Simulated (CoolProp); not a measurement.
Vapour-liquid equilibrium of acetone (1) + toluene (2) at 179.25 °C; x and y are mole fractions of (1).

Values from CoolProp's multi-fluid Helmholtz-energy mixture model, Lemmon 2006 and Lemmon 2006; pair parameters Bell 2016.

```
x     bubble pressure (bar)  y at the bubble point  dew pressure at overall composition x (bar)  liquid density (mol/L)
----  ---------------------  ---------------------  -------------------------------------------  ----------------------
0.05                  6.030                  0.175                                        5.334                   7.710
0.2                   8.496                  0.464                                        6.192                   7.969
0.35                  10.65                  0.619                                        7.343                   8.245
0.5                   12.65                  0.728                                        8.933                   8.541
0.65                  14.63                  0.817                                        11.17                   8.860
0.8                   16.66                  0.897                                        14.23                   9.206
0.95                  18.81                  0.974                                        18.12                   9.584
```

No azeotrope shows between x = 0.05 and 0.95.

Pair parameters are fitted to limited data, so mixtures are less certain than the pure fluids.
